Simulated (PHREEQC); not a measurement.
Dissolve 54 mmol/kgw H2SO4, 0.1 mmol/kgw FeCl3 and 0.86 mmol/kgw KCl at 25 °C. Closed to the air; pH follows from the charge balance.

The numbers come from PHREEQC with the ion-association model, phreeqc.dat.

Each row changes one thing in this solution. No solid was allowed to form.

```
case                                             pH  ionic strength (mol/kgw)  HSO4- (mol/kgw)  SO4-2 (mol/kgw)  K+ (mol/kgw)  FeSO4+ (mol/kgw)  SI of Hematite (Fe2O3)  SI of Goethite (FeOOH)
---------------------------------------------  ----  ------------------------  ---------------  ---------------  ------------  ----------------  ----------------------  ----------------------
as made                                        1.24                    0.0837           0.0396           0.0143      0.000828           6.65e-5                   -0.67                   -1.34
H2SO4 replaced by Li2SO4 at the same molality  4.33                       [?]          9.12e-5           0.0469      0.000780           1.10e-5                  +15.38                   +6.69
temperature from 25 to 65 °C                    [?]                    0.0692           0.0468          0.00706      0.000831               [?]                   +2.24                   +0.03
KCl from 0.00086 to 0.000946 mol/kgw           1.24                    0.0838           0.0396           0.0143      0.000911           6.65e-5                   -0.67                   -1.34
KCl from 0.00086 to 0.00129 mol/kgw            1.24                    0.0842           0.0395           0.0143       0.00124           6.64e-5                   -0.67                   -1.34
0.053 mol/kgw CuCl2 added                       [?]                     0.215              [?]           0.0135      0.000838           5.65e-5                   -0.74                   -1.37
```

Q: Complete the blanks.

A: 
- H2SO4 replaced by Li2SO4 at the same molality, ionic strength (mol/kgw): 0.149
- temperature from 25 to 65 °C, pH: 1.29
- temperature from 25 to 65 °C, FeSO4+ (mol/kgw): 6.61e-5
- 0.053 mol/kgw CuCl2 added, pH: 1.21
- 0.053 mol/kgw CuCl2 added, HSO4- (mol/kgw): 0.0308

Some of these states are supersaturated (in Jarosite-K, Fe(OH)3(a), Hematite (slow to form), for instance). Constants without temperature data keep their 25 °C values here.
